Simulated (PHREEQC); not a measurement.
0.48 g of hydrous ferric oxide (600 m²/g; 0.2 weak and 0.005 strong sites per Fe, Dzombak-Morel constants, diffuse double layer) in 1 kg of water with 0.05 mol/kgw of an inert sodium salt and 0.00053 mol MgCl2, at 25 °C; the pH is set by adding NaOH or the inert anion's acid. Oxygen is held at 0.21 atm. No CO2 enters from the air. No solid was allowed to form.

Model: ion-association model, wateq4f.dat, run in PHREEQC.

```
pH    Mg sorbed (%)  surface charge σ (C/m²)  surface potential ψ (mV)
----  -------------  -----------------------  ------------------------
4               0.0                    0.295                       159
4.38            0.0                    0.254                       151
4.75            0.0                    0.211                       142
5.12            0.0                    0.169                       131
5.5             0.0                    0.131                       118
5.88            0.0                    0.099                       104
6.25            0.1                    0.073                        89
6.62            0.2                    0.052                        73
7.38            4.9                    0.022                        39
7.75           15.9                    0.014                        26
8.12           34.4                    0.009                        17
8.5            54.6                    0.006                        11
8.88           71.2                    0.003                         5
9.25           82.7                   -0.001                        -1
9.62           90.0                   -0.004                        -8
10             94.3                   -0.008                       -15
```
